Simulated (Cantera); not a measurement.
**Equilibrium for silicon carbide growth: CH₃SiCl₃ + C₃H₈ + H₂ + C₂H₄**

Input: 1 mol CH₃SiCl₃, 0.0037 mol C₃H₈, 900 mol H₂, 0.072 mol C₂H₄, equilibrated at 2398.15 K and 21.0 mbar.

Equilibrium computed with Cantera from the NASA thermochemical tables; the gas is ideal and each condensed phase is pure. Candidate condensed phases: C, C₆H₆, C₇H₈, C₈H₁₈, Si, SiC; 109 gas species. The feed counts by its element totals alone. Equilibrium is a limit: real reactors are often held back by kinetics, nucleation or transport.

```
Property                                    Value
--------------------------------------  ---------
x(H₂)                                       0.892
x(H)                                        0.103
x(HCl)                                    0.00291
x(Si)                                    0.000977
x(C₂H₂ (acetylene))                      0.000581
x(Cl)                                    0.000239
x(SiH)                                    4.15e-5
x(SiC₂)                                   1.76e-5
x(SiH₂)                                   5.96e-6
gas amount                              953.2 mol
log10 activity of C(graphite) (absent)      -0.51
log10 activity of Si(l) (absent)            -2.02
```
